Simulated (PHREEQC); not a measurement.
Model water analysis in mg/kgw, 25 °C, pH 5.9, pe 11.6:

| constituent | mg/kgw |
|---|---|
| Na | 1.1 |
| K | 0.396 |
| Ca | 3.02 |
| Mg | 0.642 |
| Cl | 2.74 |
| S(6) as SO4 | 2.45 |
| Alkalinity as HCO3 | 7.51 |
| Pb | 0.45 |
| Br | 0.00325 |
| Cd | 0.0141 |
| B | 0.0846 |
| N(5) as NO3 | 0.00315 |

Valence states are taken as typed.

The numbers come from PHREEQC with the ion-association model, phreeqc.dat.

Each row changes one thing in this solution. No solid was allowed to form.

| case | CO2 (mol/kgw) | CaSO4 (mol/kgw) | PbCO3 (mol/kgw) | MgSO4 (mol/kgw) | CaHCO3+ (mol/kgw) | MgHCO3+ (mol/kgw) | SI of Pb(OH)2 (Pb(OH)2) | SI of Anglesite (PbSO4) |
|---|---|---|---|---|---|---|---|---|
| as made | 0.000342 | 2.79e-7 | 1.31e-7 | 1.29e-7 | 1.08e-7 | 3.48e-8 | -2.13 | -2.63 |
| temperature from 25 to 45 °C at the same typed pH | 0.000296 | 3.18e-7 | 1.73e-7 | ? | 1.32e-7 | 3.92e-8 | -1.49 | -2.74 |
| Ca from 3.02 to 9.06 mg/kgw | 0.000340 | ? | 1.27e-7 | 1.20e-7 | 3.15e-7 | 3.38e-8 | ? | -2.66 |
| pH from 5.9 to 5.5 at the same alkalinity | ? | 2.79e-7 | 5.52e-8 | 1.29e-7 | 1.10e-7 | 3.54e-8 | -2.91 | ? |
| Na from 1.1 to 0.55 mg/kgw | 0.000343 | 2.80e-7 | 1.31e-7 | 1.29e-7 | 1.08e-7 | 3.48e-8 | -2.13 | -2.63 |

Q: Some entries are withheld; supply them.

A: 
- temperature from 25 to 45 °C at the same typed pH, MgSO4 (mol/kgw): 2.06e-7
- Ca from 3.02 to 9.06 mg/kgw, CaSO4 (mol/kgw): 7.77e-7
- Ca from 3.02 to 9.06 mg/kgw, SI of Pb(OH)2 (Pb(OH)2): -2.14
- pH from 5.9 to 5.5 at the same alkalinity, CO2 (mol/kgw): 0.000875
- pH from 5.9 to 5.5 at the same alkalinity, SI of Anglesite (PbSO4): -2.61

At this temperature some constants are extrapolated from 25 °C, and those without enthalpy data are left unchanged.
